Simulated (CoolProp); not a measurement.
The numbers come from the reference Helmholtz-energy equation of state, Thol 2015 in CoolProp.

**Question.** For octamethylcyclotetrasiloxane (D4), give the phase and the density (kg/m³), Joule-Thomson coefficient (K/MPa) at 377.6 K and 0.45 bar.

**Answer.** 
- 377.6 K and 0.45 bar: liquid; density 858, Joule-Thomson coefficient -0.297
